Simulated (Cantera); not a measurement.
What does this Cantera script print?

```python
import numpy as np
import cantera as ct

gas_names = """
    Fe FeO Fe(OH)2 H HNO HNO2 HNO3 HO2 H2 H2O H2O2 N NH NH2 NH3 NH2OH NO NO2 NO3 N2 N2H2 N2H4 N2O O OH
    O2 O3
""".split()
cond_names = """
    Fe(a) Fe(c) Fe(d) Fe(L) FeO(s) FeO(L) Fe(OH)2(s) Fe(OH)3(s) Fe2O3(s) Fe3O4(s) H2O(s) H2O(L)
""".split()


# ... load() reads the species with a 1 bar reference pressure and builds the phases ...
atoms = {
    'Fe2O3': {'Fe': 2, 'O': 3},
    'H2': {'H': 2},
    'N2': {'N': 2},
}
top_T = {'Fe2O3(s)': 1830, 'Fe3O4(s)': 1870}  # K; cautious upper limits of use, not melting points


# ... equilibrate(T, P, feed) seeds the gas with the atoms and calls Mixture.equilibrate('TP', solver="vcs", rtol=1e-11, max_steps=5000) ...
results = []
feed = {'Fe2O3': 1, 'H2': 310, 'N2': 9.2}  # mol
P = 1000  # Pa
for T in [1000, 1100, 1200, 1300, 1400, 1500, 1600, 1700, 1800, 1900, 2000, 2100]:
    mix = equilibrate(T, P, feed)
    results.append((T, P, feed, dict(zip(mix.species_names, mix.species_moles))))
    x = sorted(zip(gas.X, gas.species_names), reverse=True)
    print(f"T = {T:g} K  P = {P:g} Pa  gas = {mix.phase_moles(0):.4g} mol")
    print("   x: " + "  ".join(f"{s} {v:.3e}" for v, s in x if v > 1e-06))
    print("   condensed (mol): " + ("  ".join(f"{mix.phase(i).name} {mix.phase_moles(i):.4g}"
          for i in range(1, mix.n_phases) if mix.phase_moles(i) > 1e-12) or "none"))
```

Result:

```
T = 1000 K  P = 1000 Pa  gas = 319.2 mol
   x: H2 9.618e-01  N2 2.882e-02  H2O 9.399e-03
   condensed (mol): Fe(a) 2
T = 1100 K  P = 1000 Pa  gas = 319.2 mol
   x: H2 9.618e-01  N2 2.882e-02  H2O 9.398e-03
   condensed (mol): Fe(a) 2
T = 1200 K  P = 1000 Pa  gas = 319.2 mol
   x: H2 9.618e-01  N2 2.882e-02  H2O 9.398e-03  H 1.935e-06
   condensed (mol): Fe(c) 2
T = 1300 K  P = 1000 Pa  gas = 319.2 mol
   x: H2 9.618e-01  N2 2.882e-02  H2O 9.398e-03  H 1.085e-05
   condensed (mol): Fe(c) 2
T = 1400 K  P = 1000 Pa  gas = 319.2 mol
   x: H2 9.617e-01  N2 2.882e-02  H2O 9.398e-03  H 4.770e-05  Fe 1.532e-06
   condensed (mol): Fe(c) 2
T = 1500 K  P = 1000 Pa  gas = 319.2 mol
   x: H2 9.616e-01  N2 2.882e-02  H2O 9.397e-03  H 1.726e-04  Fe 1.500e-05
   condensed (mol): Fe(c) 1.995
T = 1600 K  P = 1000 Pa  gas = 319.3 mol
   x: H2 9.612e-01  N2 2.881e-02  H2O 9.395e-03  H 5.330e-04  Fe 1.096e-04
   condensed (mol): Fe(c) 1.965
T = 1700 K  P = 1000 Pa  gas = 319.6 mol
   x: H2 9.598e-01  N2 2.878e-02  H2O 9.385e-03  H 1.444e-03  Fe 6.293e-04
   condensed (mol): Fe(d) 1.799
T = 1800 K  P = 1000 Pa  gas = 320.7 mol
   x: H2 9.555e-01  N2 2.869e-02  H2O 9.352e-03  H 3.500e-03  Fe 2.947e-03  OH 2.262e-06
   condensed (mol): Fe(d) 1.055
T = 1900 K  P = 1000 Pa  gas = 322.4 mol
   x: H2 9.482e-01  N2 2.853e-02  H2O 9.297e-03  H 7.727e-03  Fe 6.202e-03  OH 6.223e-06
   condensed (mol): none
T = 2000 K  P = 1000 Pa  gas = 323.8 mol
   x: H2 9.404e-01  N2 2.842e-02  H 1.577e-02  H2O 9.249e-03  Fe 6.176e-03  OH 1.549e-05  FeO 1.212e-06
   condensed (mol): none
T = 2100 K  P = 1000 Pa  gas = 326.1 mol
   x: H2 9.265e-01  H 2.999e-02  N2 2.821e-02  H2O 9.162e-03  Fe 6.132e-03  OH 3.531e-05  FeO 1.519e-06
   condensed (mol): none
```

These are equilibrium values from Cantera (NASA tables, ideal gas, pure condensed phases), not measurements of a reactor.
